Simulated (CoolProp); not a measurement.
A Linde-Hampson liquefier for methane: isothermal reversible compression at 300 K from 1 atm to 30 MPa, throttling to 1 atm, return gas leaving the recuperator 10 K below the feed. Each further row changes one setting.

The numbers come from the reference Helmholtz-energy equation of state, Setzmann 1991 in CoolProp.

```
case                        liquid yield per pass  compression work (kJ/kg of gas)
--------------------------  ---------------------  -------------------------------
as stated                                   0.216                              833
high pressure 60 MPa                            …                                …
warm-end temperature 330 K                      …                                …
warm-end gap 15 K                           0.206                              833
```

### Question
Some entries are withheld; supply them.

### Answer

- high pressure 60 MPa, liquid yield per pass: 0.225
- high pressure 60 MPa, compression work (kJ/kg of gas): 951
- warm-end temperature 330 K, liquid yield per pass: 0.165
- warm-end temperature 330 K, compression work (kJ/kg of gas): 937
